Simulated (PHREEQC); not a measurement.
**Reverse-osmosis permeate: an equilibrium model**

Model water analysis in mg/kgw, 25 °C, pH 5.5, pe -0.7: Na 2; K 0.0772; Ca 0.606; Mg 1.31; Cl 0.912; S(6) as SO4 6.38; Alkalinity as HCO3 3.87; Sr 0.0871; F 0.00244; Zn 0.0026; Mn(2) 0.364; Br 0.211; B 0.00214.

Valence states are taken as typed.

Computed with PHREEQC (ion-association model, wateq4f.dat).

```
Property                        Result
--------------------  ----------------
ionic strength        0.000376 mol/kgw
charge-balance error             3.7 %
```

```csv
species,molality,activity,log γ
CO2,0.000463,0.000463,0.000
Na+,8.70e-5,8.51e-5,-0.010
HCO3-,6.66e-5,6.51e-5,-0.010
SO4-2,6.55e-5,5.99e-5,-0.038
Mg+2,5.32e-5,4.87e-5,-0.038
Cl-,2.57e-5,2.52e-5,-0.010
Ca+2,1.49e-5,1.37e-5,-0.038
```

This is a speciation only: nothing precipitates in the calculation. Real BF4- forms and hydrolyses slowly; the run takes it at equilibrium.
